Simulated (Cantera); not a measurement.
A closed system holds: 1 mol C₂F₆, at 2000 K and 750 Torr.

Equilibrium computed with Cantera from the NASA thermochemical tables; the gas is ideal and each condensed phase is pure. Candidate condensed phases: C; 13 gas species. The feed counts by its element totals alone. Gases not in the tables: C₂F₆ and larger saturated fluorocarbons. The numbers say what is thermodynamically allowed, not how fast it happens.

Base state: CF₄ 0.985, CF₂ 0.0111, CF₃ 0.00287, F 0.00113 (mole fractions); condensed: C(graphite).

Question: What changes in the equilibrium state with this change: pressure from 750 Torr to 23.3 Torr?

Answer: 
| species | before | after |
|---|---|---|
| CF₄ | 0.985 | 0.918 |
| CF₂ | 0.0111 | 0.0607 |
| F | 0.00113 | 0.0150 |
| CF | 5.22e-6 | 6.95e-5 |
| CF₃ | 0.00287 | 0.00649 |
| C(graphite), mol | 0.491 | 0.456 |
